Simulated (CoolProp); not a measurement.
Saturation properties of R22.

The numbers come from the reference Helmholtz-energy equation of state, Kamei 1995 in CoolProp.

```csv
T (°C),p (MPa),liquid density (kg/m³),vapour density (kg/m³),enthalpy of vaporisation (kJ/kg),liquid conductivity (mW/(m K))
-56.75,0.04503,1455,2.208,243.4,122
-47.75,0.07235,(withheld),3.435,238.0,(withheld)
-38.65,0.1120,1403,5.165,232.4,113
-29.55,0.1670,1376,7.511,226.5,109
-20.45,0.2411,1348,10.61,220.3,105
-11.45,0.3370,1319,14.59,213.9,101
-2.35,0.4610,1289,19.70,206.9,96.6
6.75,(withheld),1258,26.15,199.5,92.6
15.85,0.8089,1225,(withheld),(withheld),88.6
24.95,(withheld),1191,(withheld),(withheld),84.5
33.95,1.319,1154,56.39,173.4,80.5
43.05,1.651,1115,71.71,163.0,76.4
52.15,2.040,1072,90.90,151.3,72.2
```

**Question.** Complete the blanks.

**Answer.** 
- -47.75, liquid density (kg/m³): 1429
- -47.75, liquid conductivity (mW/(m K)): 117
- 6.75, p (MPa): 0.6167
- 15.85, vapour density (kg/m³): 34.19
- 15.85, enthalpy of vaporisation (kJ/kg): 191.5
- 24.95, p (MPa): 1.043
- 24.95, vapour density (kg/m³): 44.17
- 24.95, enthalpy of vaporisation (kJ/kg): 182.8

It boils at -40.8 °C under 1 atm.

Thermal conductivity comes from a separate model (McLinden 2000), an estimate that may be off by 10 % or more.
